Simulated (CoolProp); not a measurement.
Acetone at several states: density (kg/m³) from the reference equation and from simpler models built on Tc = 235.0 °C, pc = 4.692 MPa, ω = 0.307; each cubic takes its own stable root.

Computed with CoolProp (reference Helmholtz-energy equation of state, Lemmon 2006). It is a short technical equation, of lower accuracy than the large ones.

```tsv
T (°C)	p (MPa)	phase	reference
73.15	23.8	liquid	758.4
-23.25	0.0165	liquid	837.1
98.05	0.176	gas	3.493
28.55	0.0491	liquid	780.7
```

Question: How far does each simpler model (van der Waals, Redlich-Kwong, Soave-Redlich-Kwong, Peng-Robinson) lie from the reference over these 4 states: mean and median of the absolute difference, and the worst?

Answer: 
- van der Waals: mean 62.0 %, median 72.5 %, worst -99.9 % at -23.25 °C and 0.0165 MPa
- Redlich-Kwong: mean 37.3 %, median 23.7 %, worst -99.9 % at 28.55 °C and 0.0491 MPa
- Soave-Redlich-Kwong: mean 16.7 %, median 21.3 %, worst -22.6 % at -23.25 °C and 0.0165 MPa
- Peng-Robinson: mean 9.3 %, median 11.4 %, worst -13.0 % at -23.25 °C and 0.0165 MPa

At some of these states van der Waals, Redlich-Kwong gives the other phase, because its saturation line lies elsewhere.
